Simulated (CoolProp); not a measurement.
A single-stage vapour-compression cycle with R152A: evaporating at 223.15 K (dew point), condensing at 269.15 K (bubble point), superheat 0 K, subcooling 8 K, compressor efficiency 0.65, no pressure losses. Each further row changes one setting.

Computed with CoolProp (reference Helmholtz-energy equation of state, Outcalt 1996). It is a modified Benedict-Webb-Rubin equation, recast in Helmholtz form.

```
case                              cooling COP  pressure ratio  discharge temperature (K)  refrigerating effect (kJ/kg)  volumetric capacity (kJ/m³)
--------------------------------  -----------  --------------  -------------------------  ----------------------------  ---------------------------
as stated                                2.80            8.32                      332.6                           291                          289
evaporating temperature 228.15 K         3.28            6.30                      323.7                           294                          379
condensing temperature 264.15 K           [?]            6.88                      322.6                           299                          297
subcooling 13 K                           [?]            8.32                      332.6                           299                          297
superheat 10 K                            [?]            8.32                      344.3                           299                          [?]
compressor efficiency 0.55               2.37            8.32                      348.9                           291                          289
```

Complete the blanks.


- condensing temperature 264.15 K, cooling COP: 3.20
- subcooling 13 K, cooling COP: 2.88
- superheat 10 K, cooling COP: 2.76
- superheat 10 K, volumetric capacity (kJ/m³): 284
